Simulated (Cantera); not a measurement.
An isothermal, constant-pressure homogeneous reactor starts with H2 : O2 : N2 = 0.058 : 1 : 2 (molar parts), equivalence ratio 0.029, at 1325 K and 20.0 Torr.

Computed with Cantera and GRI-Mech 3.0 (53 species, 325 reactions). Radical loss at walls, strong at low pressure, is not modelled.

Task: Predict: x(H2) at 9.00 s; x(O2) at 9.00 s; x(NO) at 9.00 s; x(H) at 9.00 s; x(N2O) at 9.00 s.

Result: 
```
Item                                                Result
----------------  ----------------------------------------
x(H2) at 9.00 s    9.40e-8 (gas-phase equilibrium 2.80e-8)
x(O2) at 9.00 s        0.321 (gas-phase equilibrium 0.320)
x(NO) at 9.00 s   6.97e-7 (gas-phase equilibrium 0.000528)
x(H) at 9.00 s     1.03e-8 (gas-phase equilibrium 1.69e-9)
x(N2O) at 9.00 s   2.96e-8 (gas-phase equilibrium 5.17e-9)
```
